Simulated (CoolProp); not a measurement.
n-nonane along the isobar 2.39 MPa: fugacity coefficient from the reference equation and from simpler models built on Tc = 594.5 K, pc = 2.282 MPa, ω = 0.443; each cubic takes its own stable root.

Model: reference Helmholtz-energy equation of state, Lemmon 2006, in CoolProp. It is a short technical equation, of lower accuracy than the large ones.

```json
[
 {"T (K)": "513.8", "phase": "liquid", "reference": "0.2576"},
 {"T (K)": "519.9", "phase": "liquid", "reference": "0.2806"},
 {"T (K)": "526.1", "phase": "liquid", "reference": "0.3050"},
 {"T (K)": "532.2", "phase": "liquid", "reference": "0.3301"},
 {"T (K)": "538.4", "phase": "liquid", "reference": "0.3566"},
 {"T (K)": "544.6", "phase": "liquid", "reference": "0.3840"},
 {"T (K)": "550.7", "phase": "liquid", "reference": "0.4118"},
 {"T (K)": "556.9", "phase": "liquid", "reference": "0.4408"},
 {"T (K)": "563", "phase": "liquid", "reference": "0.4700"},
 {"T (K)": "569.2", "phase": "liquid", "reference": "0.5003"},
 {"T (K)": "575.4", "phase": "liquid", "reference": "0.5309"},
 {"T (K)": "581.5", "phase": "liquid", "reference": "0.5611"},
 {"T (K)": "587.7", "phase": "liquid", "reference": "0.5918"},
 {"T (K)": "593.8", "phase": "liquid", "reference": "0.6212"},
 {"T (K)": "600", "phase": "supercritical", "reference": "0.6468"}
]
```

Q: How far does each simpler model (van der Waals, Soave-Redlich-Kwong, Peng-Robinson) lie from the reference over these 15 states: mean and median of the absolute difference, and the worst?

A: 
- van der Waals: mean 33.6 %, median 29.7 %, worst +74.3 % at 513.8 K and 2.39 MPa
- Soave-Redlich-Kwong: mean 4.6 %, median 4.9 %, worst +5.4 % at 519.9 K and 2.39 MPa
- Peng-Robinson: mean 1.0 %, median 1.1 %, worst +1.6 % at 513.8 K and 2.39 MPa
